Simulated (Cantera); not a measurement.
# Premixed flame

A freely propagating, adiabatic, planar premixed flame of 5.32 % CH₄, 5.05 % C₂H₆, 18.9 % O₂, 70.7 % N₂, unburnt at 425 K and 5.13 atm; multicomponent+Soret transport, grid criteria slope 0.08 and curve 0.16, no radiation.

Cantera simulation using GRI-Mech 3.0 (53 species, 325 reactions); the numbers are that mechanism's predictions, not measurements. Burning velocities carry a grid error of a few per cent, more on coarse grids.

| z (mm) | T (K) | u (m/s) | x CH₄ | x C₂H₆ | x O₂ | x HCO | x N₂O | x H₂ |
|---|---|---|---|---|---|---|---|---|
| -0.613 | 425 | 0.195 | 0.0530 | 0.0504 | 0.188 | <1e-8 | <1e-8 | 0.00210 |
| -0.408 | 431 | 0.198 | 0.0525 | 0.0503 | 0.187 | <1e-8 | <1e-8 | 0.00576 |
| -0.306 | 448 | 0.207 | 0.0514 | 0.0501 | 0.186 | <1e-8 | <1e-8 | 0.00983 |
| -0.204 | 560 | 0.261 | 0.0472 | 0.0481 | 0.175 | <1e-8 | <1e-8 | 0.0182 |
| -0.102 | 1004 | 0.484 | 0.0352 | 0.0323 | 0.126 | 1.11e-8 | 1.94e-8 | 0.0339 |
| -0.0511 | 1382 | 0.683 | 0.0246 | 0.0128 | 0.0796 | 2.53e-6 | 4.05e-8 | 0.0440 |
| 0 | 1733 | 0.874 | 0.0133 | 0.00115 | 0.0350 | 6.65e-6 | 5.73e-8 | 0.0516 |
| 0.0511 | 1918 | 0.974 | 0.00651 | 8.35e-5 | 0.0127 | 2.47e-6 | 4.08e-8 | 0.0546 |
| 0.102 | 1991 | 1.01 | 0.00411 | 2.07e-5 | 0.00490 | 9.56e-7 | 2.12e-8 | 0.0565 |
| 0.204 | 2032 | 1.03 | 0.00283 | 4.32e-6 | 0.00109 | 2.42e-7 | <1e-8 | 0.0594 |
| 0.408 | 2043 | 1.04 | 0.00217 | 1.11e-6 | 0.000137 | 8.40e-8 | <1e-8 | 0.0628 |
| 0.817 | 2043 | 1.04 | 0.00161 | 4.60e-7 | 6.75e-6 | 5.83e-8 | <1e-8 | 0.0664 |
| 1.63 | 2039 | 1.04 | 0.00108 | 1.97e-7 | 1.83e-7 | 5.04e-8 | <1e-8 | 0.0697 |
x: mole fraction of selected species; z is measured from the peak of heat release.

```yaml
laminar_burning_velocity: 19.4 cm/s
thermal_thickness: 0.204 mm
peak x(HCO): 7.30e-6
peak x(H₂): 0.0750
grid_points: 126
```
